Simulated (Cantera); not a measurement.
# Transport properties of process gases

Gas mixture: 100 % N2O, at 86000 Pa, frozen composition.

Cantera's kinetic-theory transport with the Lennard-Jones parameters of GRI-Mech 3.0, ideal gas; thermal conductivity in the multicomponent form. The composition is frozen, though it would react at the higher temperatures.

| T (K) | ρ (kg/m³) | cp (J/kg/K) | μ (µPa s) | λ (mW/m/K) | Pr | D (cm²/s) H2 | D (cm²/s) H | D (cm²/s) C2H2 |
|---|---|---|---|---|---|---|---|---|
| 400 | 1.14 | 970.3 | 19.5 | 25.3 | 0.746 | 1.27 | 1.96 | 0.248 |
| 550 | 0.828 | 1073 | 25.5 | 36.7 | 0.745 | 2.19 | 3.47 | 0.444 |
| 700 | 0.650 | 1150 | 30.8 | 47.7 | 0.743 | 3.29 | 5.29 | 0.682 |
| 850 | 0.536 | 1210 | 35.6 | 58.1 | 0.741 | 4.55 | 7.39 | 0.957 |
| 1000 | 0.455 | 1255 | 40.0 | 67.9 | 0.740 | 5.96 | 9.75 | 1.27 |
| 1150 | 0.396 | 1285 | 44.1 | 76.8 | 0.738 | 7.53 | 12.4 | 1.61 |
| 1300 | 0.350 | 1311 | 48.0 | 85.5 | 0.737 | 9.23 | 15.2 | 1.98 |
D: mixture-averaged diffusion coefficient of that species in the mixture.
